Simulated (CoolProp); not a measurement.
Computed with CoolProp (reference Helmholtz-energy equation of state, Zhou 2011).

Question: Give the vapour pressure (MPa), liquid density (kg/m³), vapour density (kg/m³), surface tension (mN/m) of saturated dimethyl carbonate at 142.95 °C.

Answer: 
```tsv
T (°C)	p (MPa)	liquid density (kg/m³)	vapour density (kg/m³)	surface tension (mN/m)
142.95	0.426	894	12.1	12.2
```

Surface tension comes from a separate correlation (Mulero 2014).
